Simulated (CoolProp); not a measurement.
Saturation properties of propylene glycol.

Model: reference Helmholtz-energy equation of state, Eisenbach 2021, in CoolProp.

| T (°C) | p (bar) | liquid density (kg/m³) | vapour density (kg/m³) | enthalpy of vaporisation (kJ/kg) | liquid cp (kJ/(kg K)) |
|---|---|---|---|---|---|
| 244.35 | 4.575 | 830.0 | 8.621 | 634.0 | 3.692 |
| 251.05 | 5.337 | 821.8 | 10.00 | 625.2 | 3.733 |
| 257.65 | 6.183 | 813.4 | 11.54 | 616.2 | 3.775 |
| 264.25 | 7.134 | 804.9 | 13.27 | 606.9 | 3.818 |
| 270.95 | 8.216 | ___ | 15.25 | ___ | ___ |
| 277.55 | 9.405 | ___ | 17.44 | ___ | 3.911 |
| 284.25 | 10.75 | 777.4 | 19.93 | 576.4 | 3.962 |
| 290.85 | 12.22 | 767.8 | 22.68 | 565.5 | 4.015 |

Q: Fill in the missing entries.

A: 
- 270.95, liquid density (kg/m³): 796.0
- 270.95, enthalpy of vaporisation (kJ/kg): 597.1
- 270.95, liquid cp (kJ/(kg K)): 3.864
- 277.55, liquid density (kg/m³): 786.9
- 277.55, enthalpy of vaporisation (kJ/kg): 587.1

It boils at 188.1 °C under 1 atm.
